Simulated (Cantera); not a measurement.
A closed system holds: 1 mol CH₂F₂, 0.067 mol HCl, 2 mol H₂.

Cantera equilibrium calculation (NASA polynomials, part measured and part estimated; ideal gas, pure solids and liquids). Candidate condensed phases: C, C₆H₆, C₇H₈, C₈H₁₈; 118 gas species. Equilibrium is a limit: real reactors are often held back by kinetics, nucleation or transport.

What condenses at these points (T in °C, P in Pa): (2152, 1); (2052, 32000); (2952, 1); (2352, 32000); (2352, 100000)?


```csv
T (°C),P in Pa,condensed phases,C condensed (%)
2152,1,C,65.2
2052,32000,C,98.1
2952,1,gas only,0.0
2352,32000,C,93.1
2352,100000,C,93.0
```
